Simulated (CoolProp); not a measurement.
Acetone along the isotherm 550 K: Z from the reference equation and from simpler models built on Tc = 508.1 K, pc = 4.692 MPa, ω = 0.307; each cubic takes its own stable root.

Values from CoolProp's reference Helmholtz-energy equation of state, Lemmon 2006. It is a short technical equation, of lower accuracy than the large ones.

```csv
p (MPa),phase,reference
0.196,gas,0.9875
0.391,gas,0.9749
0.587,gas,0.9621
0.782,gas,0.9493
0.978,gas,0.9363
1.17,gas,0.9235
1.37,gas,0.9100
1.56,gas,0.8970
1.76,gas,0.8832
1.96,gas,0.8693
2.15,gas,0.8559
2.35,gas,0.8416
```

Question: How far does each simpler model (van der Waals, Redlich-Kwong, Peng-Robinson) lie from the reference over these 12 states: mean and median of the absolute difference, and the worst?

Answer: 
- van der Waals: mean 1.4 %, median 1.4 %, worst +2.5 % at 550 K and 2.35 MPa
- Redlich-Kwong: mean 0.7 %, median 0.7 %, worst +1.3 % at 550 K and 2.35 MPa
- Peng-Robinson: mean 0.2 %, median 0.2 %, worst +0.4 % at 550 K and 2.35 MPa
